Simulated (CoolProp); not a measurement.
A closed Brayton cycle with carbon dioxide: compressor inlet 315.15 K and 8.1 MPa, high pressure 22 MPa, turbine inlet 925 K, compressor efficiency 0.89, turbine efficiency 0.85, recuperator effectiveness 0.95 (on enthalpy, no pinch check). Each further row changes one setting.

Model: reference Helmholtz-energy equation of state, Span 1996, in CoolProp.

```json
[
 {"case": "as stated", "thermal efficiency (%)": "38.9", "net work (kJ/kg)": "98.6", "compressor to turbine work": "0.30", "compressor exit (K)": "388.7", "turbine exit (K)": "803.9"},
 {"case": "turbine inlet 875 K", "thermal efficiency (%)": "37.2", "net work (kJ/kg)": "90.3", "compressor to turbine work": "0.32", "compressor exit (K)": "388.7", "turbine exit (K)": "758.0"},
 {"case": "compressor inlet 325.15 K", "thermal efficiency (%)": "38.0", "net work (kJ/kg)": "90.3", "compressor to turbine work": "0.36", "compressor exit (K)": "408.7", "turbine exit (K)": "803.9"},
 {"case": "high pressure 18.7 MPa", "thermal efficiency (%)": "37.7", "net work (kJ/kg)": "85.3", "compressor to turbine work": "0.28", "compressor exit (K)": "376.5", "turbine exit (K)": "822.9"},
 {"case": "recuperator effectiveness 0.5", "thermal efficiency (%)": "21.0", "net work (kJ/kg)": "98.6", "compressor to turbine work": "0.30", "compressor exit (K)": "388.7", "turbine exit (K)": "803.9"}
]
```
